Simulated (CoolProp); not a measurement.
Saturation properties of sulfur dioxide (Tc = 430.6 K, pc = 78.87 bar, ω = 0.256).

Model: reference Helmholtz-energy equation of state, Gao 2016, in CoolProp.

| T (K) | p (bar) | liquid density (kg/m³) | vapour Z |
|---|---|---|---|
| 343.8 | 14.42 | 1226 | 0.8358 |
| 351.5 | 17.32 | 1199 | 0.8142 |
| 359.1 | 20.59 | 1170 | 0.7909 |
| 366.7 | 24.29 | 1140 | 0.7656 |
| 374.3 | 28.47 | 1108 | 0.7380 |
| 381.9 | 33.15 | 1074 | 0.7077 |
| 389.5 | 38.39 | 1036 | 0.6742 |
| 397.1 | 44.23 | 993.8 | 0.6368 |
| 404.7 | 50.72 | 945.7 | 0.5943 |
| 412.3 | 57.91 | 888.7 | 0.5445 |

It boils at 263.1 K under 1 atm.
